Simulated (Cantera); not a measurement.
A diamond (100) surface in a fixed gas of H2 with x(CH4) = 0.0073, x(H) = 0.00035, x(CH3) = 0.00016, 39.8 Torr; coverages are run to steady state.

Computed with Cantera and the Harris–Goodwin 1993 mechanism for the reconstructed diamond (100) surface.

θ: site fractions in the mechanism's names (c6HH fully hydrogenated, c6H* and c6*H radical sites, c6** diradical, c6HM methylated).

| T (K) | growth (µm/h) | θ c6HH | θ c6H* | θ c6*H | θ c6** | θ c6HM |
|---|---|---|---|---|---|---|
| 925 | 1.94 | 0.487 | 0.00871 | 0.224 | 0.00319 | 0.217 |
| 1000 | … | 0.507 | … | … | … | … |
| 1075 | 1.33 | 0.526 | 0.0229 | 0.385 | 0.00956 | 0.0374 |
| 1150 | … | 0.514 | … | 0.429 | … | … |
| 1225 | 0.411 | 0.500 | 0.0364 | 0.445 | 0.0142 | 0.00132 |
| 1300 | 0.315 | 0.499 | 0.0414 | 0.443 | 0.0149 | 0.000253 |
| 1375 | 0.150 | 0.509 | 0.0453 | 0.430 | 0.0147 | 5.31e-5 |

Question: What belongs in the gaps?

Answer: 
- 1000, growth (µm/h): 2.22
- 1000, θ c6H*: 0.0148
- 1000, θ c6*H: 0.304
- 1000, θ c6**: 0.00596
- 1000, θ c6HM: 0.123
- 1150, growth (µm/h): 0.611
- 1150, θ c6H*: 0.0303
- 1150, θ c6**: 0.0125
- 1150, θ c6HM: 0.00723
